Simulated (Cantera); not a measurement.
A Cantera script and what it prints.

```python
import numpy as np
import cantera as ct

gas_names = """
    C CO CO2 C2 C2O C3 C3O2 C4 C5 O O2 O3 Pb PbO Pb2
""".split()
cond_names = """
    C(gr) Pb(cr) Pb(L) PbO(rd) PbO(yw) PbO(L) PbO2(s) Pb3O4(s)
""".split()


# ... load() reads the species with a 1 bar reference pressure and builds the phases ...
atoms = {
    'PbO': {'Pb': 1, 'O': 1},
    'CO': {'C': 1, 'O': 1},
}
top_T = {'C(gr)': 4500, 'Pb3O4(s)': 820}  # K; cautious upper limits of use, not melting points


# ... equilibrate(T, P, feed) seeds the gas with the atoms and calls Mixture.equilibrate('TP', solver="vcs", rtol=1e-11, max_steps=5000) ...
results = []
feed = {'PbO': 1, 'CO': 0.63}  # mol
T = 925  # K
P = 9700  # Pa
mix = equilibrate(T, P, feed)
results.append((T, P, feed, dict(zip(mix.species_names, mix.species_moles))))
x = sorted(zip(gas.X, gas.species_names), reverse=True)
print(f"T = {T:g} K  P = {P:g} Pa  gas = {mix.phase_moles(0):.4g} mol")
print("   x: " + "  ".join(f"{s} {v:.3e}" for v, s in x if v > 0.001))
print("   condensed (mol): " + ("  ".join(f"{mix.phase(i).name} {mix.phase_moles(i):.4g}"
      for i in range(1, mix.n_phases) if mix.phase_moles(i) > 1e-12) or "none"))
```

Output:

```
T = 925 K  P = 9700 Pa  gas = 0.63 mol
   x: CO2 9.999e-01
   condensed (mol): Pb(L) 0.6299  PbO(yw) 0.37
```

Equilibrium computed with Cantera from the NASA thermochemical tables; the gas is ideal and each condensed phase is pure.
